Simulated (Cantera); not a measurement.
Input: 1 mol Si, 2.1 mol HBr, held at 902 °C and 0.470 bar.

Method: chemical equilibrium by Gibbs-energy minimisation in Cantera with the NASA 1993 tables (ideal gas, pure condensed phases). Candidate condensed phases: Br₂, Si; 19 gas species. The tables' values for SiBr₃ are old estimates; treat these amounts as uncertain. Rates play no part.

Base state: H₂ 0.593, SiBr₄ 0.267, HBr 0.0852, SiHBr₃ 0.0263, SiBr₂ 0.0193, SiBr₃ 0.00812, SiH₂Br₂ 0.00123, SiH₃Br 2.02e-5 (mole fractions); condensed: Si(s).

### Question
What changes in the equilibrium state with this change: HBr from 2.1 to 19 mol?

### Answer
```tsv
species	before	after
HBr	0.0852	0.833
H₂	0.593	0.111
SiBr₄	0.267	0.0554
SiBr₂	0.0193	7.82e-6
SiHBr₃	0.0263	0.000104
SiH₃Br	2.02e-5	<1e-9
SiH₂Br₂	0.00123	9.33e-8
Br₂	3.84e-8	1.96e-5
SiBr₃	0.00812	7.44e-5
Si(s), mol	0.479	0
```
